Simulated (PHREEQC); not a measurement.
Dissolve 0.038 mol/kgw K3PO4 at 25 °C. Closed to the air; pH follows from the charge balance.

Equilibrium calculation in PHREEQC: ion-association model, wateq4f.dat.

```yaml
pH: 11.98
ionic_strength: 0.200 mol/kgw
total_alkalinity: 76.0 meq/kg
```

| species | molality | activity | log γ |
|---|---|---|---|
| K+ | 0.113 | 0.0806 | -0.148 |
| PO4-3 | 0.0246 | 0.00161 | -1.183 |
| OH- | 0.0134 | 0.00949 | -0.151 |
| HPO4-2 | 0.0126 | 0.00377 | -0.526 |
| KHPO4- | 0.000793 | 0.000592 | -0.127 |
| H2PO4- | 8.55e-8 | 6.38e-8 | -0.127 |

No solid was allowed to form. Complexes and solids missing from the database can't appear. H3PO4, which wateq4f.dat lacks, is added to it with the constant of phreeqc.dat.
